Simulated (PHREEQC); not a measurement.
PHREEQC input (ion-association model, wateq4f.dat):

```
SOLUTION_MASTER_SPECIES
  An  An-  0  An  62.0  # stands for a non-complexing anion
SOLUTION_SPECIES
  An- = An-
    -log_k 0
    -gamma 3.0 0
  PO4-3 + 3H+ = H3PO4  # constants of phreeqc.dat
    -log_k 21.721
    -delta_h -10.1 kJ
PHASES
  Fix_H+
    H+ = H+
    -log_k 0
SOLUTION 1
  temp 25
  units mmol/kgw
  pH 7 charge
  As(5) 0.0035
  Na 1.102
  P 0.095
  An 1
END
SELECTED_OUTPUT 1
  -reset false
  -pH true
  -pe true
  -ionic_strength true
  -water true
  -totals As Na P As(3) As(5)
  -molalities Hfo_wOH Hfo_wOH2+ Hfo_wO- Hfo_sOH Hfo_sOH2+ Hfo_sO- Hfo_wH2PO4 Hfo_wHPO4- Hfo_wPO4-2 Hfo_wH2AsO4
    Hfo_wHAsO4- Hfo_wOHAsO4-3
USER_PUNCH 1
  -headings sigma psi
  10 PUNCH EDL("sigma", "Hfo"), EDL("psi", "Hfo")
PRINT
  -reset false
USE solution 1
SURFACE 1
  Hfo_wOH 0.000182022 600 0.081
  Hfo_sOH 4.55056e-06
EQUILIBRIUM_PHASES 1
  Fix_H+ -3 HAn 10
    -force_equality true
  O2(g) -0.68 10
END
# ... the last block is repeated for the other 12 points of pH, with NaOH or the acid as the point needs
```

Selected output (columns that matter, 13 of 13 rows; pH added in front):

```
pH	mu	As	Na	P	m_Hfo_wOH	m_Hfo_wOH2+	m_Hfo_wO-	m_Hfo_sOH	m_Hfo_sOH2+	m_Hfo_sO-	m_Hfo_wH2PO4	m_Hfo_wHPO4-	sigma	psi
3	0.0021697	2.5404e-10	0.001102	3.6266e-08	2.9888e-06	8.0567e-05	2.54e-09	1.6277e-07	4.3876e-06	1.3833e-10	4.9339e-05	4.4929e-05	0.073386	0.16915
3.67	0.0013333	4.0439e-10	0.001102	5.908e-08	5.3904e-06	7.8182e-05	8.5141e-09	2.9348e-07	4.2566e-06	4.6355e-10	3.4636e-05	5.862e-05	0.036187	0.14544
4.33	0.0011551	1.1138e-09	0.001102	1.6275e-07	7.1015e-06	7.6569e-05	1.5088e-08	3.8615e-07	4.1636e-06	8.2046e-10	2.8186e-05	6.417e-05	0.018119	0.11401
5	0.0011145	3.9024e-09	0.001102	5.6627e-07	8.3474e-06	7.5724e-05	2.108e-08	4.5171e-07	4.0977e-06	1.1407e-09	2.4654e-05	6.6713e-05	0.0086568	0.078815
5.67	0.0011052	1.4168e-08	0.001102	2.0156e-06	9.7703e-06	7.5753e-05	2.8868e-08	5.1969e-07	4.0293e-06	1.5355e-09	2.1444e-05	6.789e-05	0.0036808	0.043214
6.33	0.0011035	4.4552e-08	0.001102	6.0007e-06	1.2834e-05	7.6684e-05	4.9209e-08	6.5206e-07	3.896e-06	2.5001e-09	1.6497e-05	6.7774e-05	0.00083025	0.010865
7	0.0011078	1.2321e-07	0.001102	1.4639e-05	2.0984e-05	7.717e-05	1.3071e-07	9.7155e-07	3.573e-06	6.0521e-09	9.5311e-06	6.3618e-05	-0.0012597	-0.016301
7.67	0.0011252	3.1448e-07	0.001102	3.1046e-05	4.1884e-05	7.2444e-05	5.5476e-07	1.6591e-06	2.8695e-06	2.1974e-08	3.436e-06	4.8764e-05	-0.003042	-0.036555
8.33	0.0011658	6.0776e-07	0.0011142	5.5927e-05	8.0506e-05	5.6943e-05	2.6074e-06	2.6157e-06	1.8501e-06	8.4718e-08	6.9576e-07	2.4146e-05	-0.0048585	-0.052626
9	0.0012537	8.9228e-07	0.0011757	8.0391e-05	0.00012023	3.5159e-05	9.4183e-06	3.3197e-06	9.708e-07	2.6006e-07	7.1404e-08	5.9936e-06	-0.0075073	-0.069569
9.67	0.0013354	1.8977e-06	0.0012443	9.2614e-05	0.00013662	2.1814e-05	1.9601e-05	3.492e-06	5.5757e-07	5.0101e-07	4.2909e-09	6.5966e-07	-0.01292	-0.093657
10.33	0.0015273	3.1833e-06	0.0014337	9.4796e-05	0.00013817	1.6003e-05	2.7329e-05	3.4641e-06	4.0122e-07	6.8519e-07	2.0886e-10	4.4266e-08	-0.025631	-0.12445
11	0.0023841	3.4627e-06	0.0022887	9.4983e-05	0.0001329	1.0485e-05	3.8588e-05	3.3234e-06	2.6221e-07	9.6498e-07	8.4457e-12	2.6277e-09	-0.057472	-0.15422
```

Complexes and solids missing from the database can't appear. H3PO4, which wateq4f.dat lacks, is added to it with the constant of phreeqc.dat. The oxide is taken as insoluble; below pH 4 it would dissolve.
